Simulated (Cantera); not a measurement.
Input: 1 mol Si₂H₆, 0.12 mol NO, 36 mol H₂, equilibrated at 0.0133 bar.

These are equilibrium values from Cantera (NASA tables, ideal gas, pure condensed phases), not measurements of a reactor. Candidate condensed phases: H₂O, Si, SiO₂, Si₂N₂O, Si₃N₄; 35 gas species. The feed counts by its element totals alone. Mutual solubility and eutectic melting of coexisting phases are not modelled. The tables hold silica as quartz up to 1696 K and as liquid above; real silica turns to tridymite and cristobalite and melts near 1996 K. Gases not in the tables: Si₂H₆ and higher silanes. The numbers say what is thermodynamically allowed, not how fast it happens.

### Question
What share of the Si ends up in condensed phases as a function of T (K), at 1075, 1150, 1225, 1300, 1375, 1450, 1525, 1600, 1675, 1750, 1825, 1900?

### Answer
```
T (K)  Si condensed (%)                                  as
-----  ----------------  ----------------------------------
1075              100.0  Si(s) + SiO₂(β-quartz) + Si₂N₂O(s)
1150              100.0  Si(s) + SiO₂(β-quartz) + Si₂N₂O(s)
1225               99.8  Si(s) + SiO₂(β-quartz) + Si₂N₂O(s)
1300               98.9  Si(s) + SiO₂(β-quartz) + Si₂N₂O(s)
1375               97.0                   Si(s) + Si₂N₂O(s)
1450               97.0                   Si(s) + Si₂N₂O(s)
1525               96.3                   Si(s) + Si₂N₂O(s)
1600               94.0                               Si(s)
1675               93.9                               Si(s)
1750               93.7                               Si(l)
1825               93.2                               Si(l)
1900               91.8                               Si(l)
```
